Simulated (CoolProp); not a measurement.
Saturation properties of R125.

Computed with CoolProp (reference Helmholtz-energy equation of state, Lemmon 2005).

```
T (K)  p (bar)  vapour density (kg/m³)  liquid cp (kJ/(kg K))  liquid viscosity (µPa s)  vapour viscosity (µPa s)
-----  -------  ----------------------  ---------------------  ------------------------  ------------------------
261.6    4.574                   28.72                  1.211                       240                      11.3
267.3    5.549                   34.78                  1.231                       221                      11.6
272.9    6.652                   41.73                  1.254                       204                      11.9
278.6    7.936                   49.99                  1.280                       188                      12.2
284.3    9.397                   59.63                  1.309                       174                      12.5
289.9    11.02                   70.70                  1.344                       160                      12.9
295.6    12.88                   83.91                  1.386                       147                      13.3
301.3    14.96                   99.50                  1.438                       134                      13.8
307      17.28                   118.1                  1.505                       122                      14.3
312.6    19.82                   140.1                  1.595                       111                      15.0
```

It boils at 225.1 K under 1 atm.

Viscosity comes from a separate model (Huber 2006).
